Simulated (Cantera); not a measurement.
Standard-state values (1 bar) from the NASA 1993 polynomials, evaluated with Cantera. Values are per mole of reaction as written; species without (g) are pure solids or liquids, kept so even where they would boil at 1 bar. TaC: taken at fixed stoichiometry.

CO2(g) + TaO2(g) + 8 N(g) ⇌ 4 N2O(g) + TaC

| T (K) | ΔH° (kJ) | ΔS° (J/K) | ΔG° (kJ) | log10 K |
|---|---|---|---|---|
| 300 | -3004.9 | -798.4 | -2765.4 | 481.48 |
| 698 | -3018.7 | -829.8 | -2439.5 | 182.55 |
| 848 | -3020.9 | -832.8 | -2314.7 | 142.58 |
| 998 | -3022.1 | -834.0 | -2189.7 | 114.61 |
| 1148 | (withheld) | (withheld) | (withheld) | (withheld) |
| 1298 | -3022.0 | -834.0 | -1939.5 | 78.05 |
| 1448 | -3021.0 | -833.3 | -1814.4 | 65.45 |
| 1598 | -3019.5 | -832.3 | -1689.5 | 55.22 |
| 1748 | -3017.5 | -831.1 | -1564.7 | 46.76 |
| 1898 | (withheld) | (withheld) | (withheld) | (withheld) |
| 2048 | -3012.1 | -828.3 | -1315.8 | 33.56 |
| 2198 | -3008.9 | -826.8 | -1191.7 | 28.32 |

**Question.** What belongs in the gaps?

**Answer.** 
- 1148, ΔH° (kJ): -3022.4
- 1148, ΔS° (J/K): -834.3
- 1148, ΔG° (kJ): -2064.6
- 1148, log10 K: 93.94
- 1898, ΔH° (kJ): -3015.0
- 1898, ΔS° (J/K): -829.7
- 1898, ΔG° (kJ): -1440.2
- 1898, log10 K: 39.63
